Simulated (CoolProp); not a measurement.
A simple Rankine cycle with neopentane: condensing at 298.15 K, boiler at 0.696 MPa, turbine inlet 500.6 K, turbine efficiency 0.8, pump efficiency 0.7, no recuperator. Each further row changes one setting.

Values from CoolProp's reference Helmholtz-energy equation of state, Lemmon 2006. It is a short technical equation, of lower accuracy than the large ones.

```csv
case,thermal efficiency (%),net work (kJ/kg),heat in (kJ/kg),turbine exit temperature (K),volume ratio over the turbine
as stated,8.1,59.5,736,474.0,3.98
turbine inlet 520.6 K,7.9,62.2,789,494.0,3.97
condensing temperature 290.15 K,9.4,70.6,754,469.3,5.14
boiler pressure 0.487 MPa,6.1,45.2,739,481.0,2.78
turbine efficiency 0.7,7.1,51.9,736,477.0,4.01
```
